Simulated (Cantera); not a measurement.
Charge: 1 mol Si₃N₄, 1.8 mol H₂O, 29 mol H₂, 7.1 mol NF₃, at 1423 K and 15.0 Pa.

Equilibrium computed with Cantera from the NASA thermochemical tables; the gas is ideal and each condensed phase is pure. Candidate condensed phases: H₂O, Si, SiO₂, Si₂N₂O, Si₃N₄; 58 gas species. The tables' values for SiF₃, SiF₂ are old estimates; treat these amounts as uncertain. The tables hold silica as quartz up to 1696 K and as liquid above; real silica turns to tridymite and cristobalite and melts near 1996 K. Kinetics and transport are ignored.

Base state: H₂ 0.541, HF 0.286, N₂ 0.124, SiF₄ 0.0461, H₂O 0.00143, SiF₃ 0.00106, SiO 0.000412, H 0.000399 (mole fractions); condensed: SiO₂(β-quartz).

**Question.** What changes in the equilibrium state with this change: H₂ from 29 to 0.5 mol?

**Answer.** 
| species | before | after |
|---|---|---|
| N₂ | 0.124 | 0.296 |
| F | 3.23e-9 | 0.251 |
| HF | 0.286 | 0.245 |
| H₂ | 0.541 | <1e-9 |
| O₂ | <1e-9 | 0.0479 |
| SiF₄ | 0.0461 | 0.160 |
| H₂O | 0.00143 | <1e-9 |
| SiF₃ | 0.00106 | <1e-9 |
| SiO | 0.000412 | <1e-9 |
| H | 0.000399 | <1e-9 |
| NO | <1e-9 | 0.000241 |
| SiO₂(β-quartz), mol | 0.859 | 0 |
